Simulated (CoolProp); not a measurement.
The fluid at 298.15 K and 4.47 MPa expands adiabatically to 1.74 MPa with isentropic efficiency 1. The same conditions are run with several fluids, on thermodynamics alone (safety and materials aside).

Model: reference Helmholtz-energy equation of state of each fluid (nitrous oxide: Lemmon 2006; fluorine: de Reuck 1990; methane: Setzmann 1991; oxygen: Schmidt 1985), in CoolProp.

| fluid | work (kJ/kg) | final temperature (K) | final phase | final density (kg/m³) |
|---|---|---|---|---|
| nitrous oxide | … | 252.1 | … | … |
| fluorine | 53.0 | 229.4 | gas | 35.5 |
| methane | 120 | 234.4 | gas | 15.4 |
| oxygen | 61.9 | 226.3 | gas | 30.6 |

Fill in the missing entries.


- nitrous oxide, work (kJ/kg): 34.6
- nitrous oxide, final phase: two-phase, vapour fraction 0.914
- nitrous oxide, final density (kg/m³): 49.3
